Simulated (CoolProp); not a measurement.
A Linde-Hampson liquefier for ethane: isothermal reversible compression at 320 K from 1 atm to 15 MPa, throttling to 1 atm, return gas leaving the recuperator 0 K below the feed. Each further row changes one setting.

The numbers come from the reference Helmholtz-energy equation of state, Bücker 2006 in CoolProp.

| case | liquid yield per pass | compression work (kJ/kg of gas) |
|---|---|---|
| as stated | 0.457 | 353 |
| high pressure 30 MPa | 0.467 | 390 |
| warm-end temperature 350 K | 0.359 | 414 |
| warm-end gap 5 K | 0.450 | 353 |
